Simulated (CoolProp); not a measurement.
Saturated liquid density (kg/m³) of methanol: the reference equation beside estimates from Tc = 513.4 K, pc = 8216 kPa, ω = 0.565. Rackett uses Z = 0.29056 − 0.08775 ω.

Values from CoolProp's reference Helmholtz-energy equation of state, de Reuck 1993.

```csv
T (K),reference,Rackett,Peng-Robinson
245.5,835.8,834.3,715.6
277.2,805.8,800.1,696.5
308.8,776.2,764.3,673.9
340.5,745.5,726.0,646.8
372.2,712.0,684.7,613.8
403.9,673.5,639.0,572.9
435.6,626.3,586.9,520.3
467.3,563.7,523.0,449.0
```

Absolute difference from the reference over all 8 rows, mean and median: Rackett 3.4 and 3.2 %, Peng-Robinson 15.0 and 14.1 %.
